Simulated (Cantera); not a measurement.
**Transport properties of process gases**

Gas mixture: 23.1 % C2H2, 8.96 % N2, 67.9 % CO, at 0.00493 atm, frozen composition.

Cantera's kinetic-theory transport with the Lennard-Jones parameters of GRI-Mech 3.0, ideal gas; thermal conductivity in the multicomponent form.

| T (K) | ρ (kg/m³) | cp (J/kg/K) | μ (µPa s) | λ (mW/m/K) | Pr | D (cm²/s) CH4 | D (cm²/s) H2O | D (cm²/s) C2H2 |
|---|---|---|---|---|---|---|---|---|
| 400 | 0.00414 | 1241 | 19.6 | 33.0 | 0.739 | 71.2 | 74.3 | 56.5 |
| 500 | 0.00331 | 1290 | 23.1 | 40.4 | 0.739 | 105 | 113 | 83.6 |
| 600 | 0.00276 | 1335 | 26.3 | 47.6 | 0.739 | 144 | 159 | 115 |
| 700 | 0.00237 | 1378 | 29.3 | 54.7 | 0.739 | 188 | 211 | 149 |
| 800 | 0.00207 | 1421 | 32.1 | 61.7 | 0.739 | 235 | 268 | 188 |
| 900 | 0.00184 | 1460 | 34.7 | 68.7 | 0.739 | 287 | 330 | 229 |
D: mixture-averaged diffusion coefficient of that species in the mixture.
